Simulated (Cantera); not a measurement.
Input (Python, Cantera):

```python
import numpy as np
import cantera as ct

surf = ct.Interface("diamond.yaml", "diamond_100")
gas, bulk = surf.adjacent["gas"], surf.adjacent["diamond"]
k = surf.kinetics_species_index(bulk.species_names[0])
cover = ["c6HH", "c6H*", "c6*H", "c6**", "c6HM", "c6B"]

rows, drift = [], 0.0
print(f"{'xH':>10s}{'um/h':>11s}" + "".join(f"{s:>11s}" for s in cover))
for v in [0.0001, 0.00021, 0.00043, 0.00091, 0.0019, 0.0039, 0.0082, 0.017, 0.036]:
    T, P, xH, xCH3 = 900, 5900, v, 2.7e-05
    gas.TPX = T, P, {"H": xH, "CH3": xCH3, "CH4": 0.0055, "H2": 1 - xH - xCH3 - 0.0055}
    surf.TP = bulk.TP = T, P
    surf.coverages = "c6H*:0.1, c6HH:0.9"
    surf.advance_coverages(100.0)
    before = surf.coverages
    surf.advance_coverages(100.0)
    drift = max(drift, np.max(np.abs(surf.coverages - before) / (surf.coverages + 1e-9)))
    rate = surf.net_production_rates[k] * bulk.mean_molecular_weight / bulk.density * 3.6e9
    rows.append([rate, *surf[cover].coverages])
    print(f"{v:10.4g}{rate:11.4e}" + "".join(f"{x:11.3e}" for x in rows[-1][1:]))
```

Result:

```
        xH       um/h       c6HH       c6H*       c6*H       c6**       c6HM        c6B
    0.0001 3.2906e-01  5.709e-01  8.260e-03  2.313e-01  2.535e-03  1.504e-01  8.929e-10
   0.00021 4.0097e-01  6.214e-01  9.202e-03  2.576e-01  3.293e-03  8.720e-02  1.088e-09
   0.00043 4.4674e-01  6.535e-01  9.786e-03  2.739e-01  3.794e-03  4.743e-02  1.212e-09
   0.00091 4.7413e-01  6.726e-01  1.013e-02  2.836e-01  4.100e-03  2.378e-02  1.287e-09
    0.0019 4.8816e-01  6.824e-01  1.032e-02  2.884e-01  4.259e-03  1.172e-02  1.325e-09
    0.0039 4.9511e-01  6.872e-01  1.043e-02  2.908e-01  4.340e-03  5.792e-03  1.344e-09
    0.0082 4.9871e-01  6.897e-01  1.052e-02  2.920e-01  4.384e-03  2.775e-03  1.353e-09
     0.017 5.0055e-01  6.908e-01  1.063e-02  2.925e-01  4.412e-03  1.343e-03  1.358e-09
     0.036 5.0181e-01  6.914e-01  1.085e-02  2.925e-01  4.442e-03  6.354e-04  1.362e-09
```

Detailed kinetics in Cantera: the Harris–Goodwin 1993 mechanism for the reconstructed diamond (100) surface.
